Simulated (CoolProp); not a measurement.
Propyne along the isotherm 474 K: density (kg/m³) from the reference equation and from simpler models built on Tc = 402.7 K, pc = 56.58 bar, ω = 0.204; each cubic takes its own stable root.

Values from CoolProp's reference Helmholtz-energy equation of state, Polt 1992. This equation is an older, rougher fit; its heat capacities, sound speeds and derivatives of the liquid may be far off and weren't checked against measurements.

```json
[
 {"p (bar)": "6.06", "phase": "gas", "reference": "6.301"},
 {"p (bar)": "12.1", "phase": "gas", "reference": "12.88"},
 {"p (bar)": "18.2", "phase": "gas", "reference": "19.85"},
 {"p (bar)": "24.2", "phase": "gas", "reference": "27.07"},
 {"p (bar)": "30.3", "phase": "gas", "reference": "34.81"},
 {"p (bar)": "36.4", "phase": "gas", "reference": "43.00"},
 {"p (bar)": "42.4", "phase": "gas", "reference": "51.54"},
 {"p (bar)": "48.5", "phase": "gas", "reference": "60.79"},
 {"p (bar)": "54.6", "phase": "gas", "reference": "70.65"},
 {"p (bar)": "60.6", "phase": "supercritical", "reference": "81.05"},
 {"p (bar)": "66.7", "phase": "supercritical", "reference": "92.39"},
 {"p (bar)": "72.7", "phase": "supercritical", "reference": "104.4"},
 {"p (bar)": "78.8", "phase": "supercritical", "reference": "117.5"},
 {"p (bar)": "84.9", "phase": "supercritical", "reference": "131.5"}
]
```

Task: How far does each simpler model (van der Waals, Redlich-Kwong) lie from the reference over these 14 states: mean and median of the absolute difference, and the worst?

Result: 
- van der Waals: mean 2.3 %, median 0.8 %, worst +9.4 % at 474 K and 84.9 bar
- Redlich-Kwong: mean 1.0 %, median 0.8 %, worst +2.6 % at 474 K and 84.9 bar
